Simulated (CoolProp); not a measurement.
CF4 (R14) at 298.15 K and 6.83 MPa flows at 1.5 m/s in a round tube of 12.7 mm bore and 0.25 µm roughness, fully developed (64/Re and Nu = 3.66 if laminar; Colebrook and Gnielinski if turbulent). Each further row changes one setting.

Values from CoolProp's reference Helmholtz-energy equation of state, Platzer 1990. This equation is an older, rougher fit; its heat capacities, sound speeds and derivatives of the liquid may be far off and weren't checked against measurements.

```tsv
case	Reynolds number	Darcy friction factor	pressure drop (Pa/m)	heat-transfer coefficient (W/(m² K))	mass flow (kg/h)
as stated	249000	0.0152	427	846	218
velocity 3 m/s	499000	0.0134	1520	1510	435
diameter 25.4 mm	499000	0.0133	187	745	870
```

Viscosity comes from a separate model (Huber 2003), an estimate that may be off by 10 % or more. Thermal conductivity comes from a separate model (Huber 2003), an estimate that may be off by 10 % or more.
